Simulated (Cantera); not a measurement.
Gas mixture: 25.6 % N2, 38.7 % CH4, 35.7 % C2H4, at 1000000 Pa, frozen composition.

Cantera's kinetic-theory transport with the Lennard-Jones parameters of GRI-Mech 3.0, ideal gas; thermal conductivity in the mixture-averaged form. The composition is frozen, though it would react at the higher temperatures.

D: mixture-averaged diffusion coefficient of that species in the mixture.

| T (K) | ρ (kg/m³) | cp (J/kg/K) | μ (µPa s) | λ (mW/m/K) | Pr | D (cm²/s) H2O | D (cm²/s) CH4 | D (cm²/s) N2 |
|---|---|---|---|---|---|---|---|---|
| 400 | 7.03 | 1795 | 15.9 | 39.2 | 0.727 | 0.0355 | 0.0325 | ? |
| 650 | 4.33 | 2395 | 23.2 | 73.5 | 0.755 | 0.0895 | 0.0767 | ? |
| 900 | 3.13 | 2846 | 29.3 | 109 | 0.768 | 0.162 | 0.134 | ? |
| 1150 | 2.45 | 3209 | 34.7 | 142 | 0.783 | 0.250 | 0.203 | ? |
| 1400 | 2.01 | 3471 | 39.6 | 174 | 0.789 | 0.352 | 0.283 | ? |
| 1650 | 1.71 | 3667 | 44.2 | 205 | 0.792 | 0.466 | 0.372 | ? |
| 1900 | 1.48 | 3815 | 48.5 | 233 | 0.794 | 0.593 | 0.471 | ? |
| 2150 | 1.31 | 3927 | 52.6 | 260 | 0.794 | 0.731 | 0.578 | ? |

Problem. Some entries are withheld; supply them.

Solution. 
- 400, D (cm²/s) N2: 0.0321
- 650, D (cm²/s) N2: 0.0750
- 900, D (cm²/s) N2: 0.131
- 1150, D (cm²/s) N2: 0.197
- 1400, D (cm²/s) N2: 0.274
- 1650, D (cm²/s) N2: 0.360
- 1900, D (cm²/s) N2: 0.455
- 2150, D (cm²/s) N2: 0.559
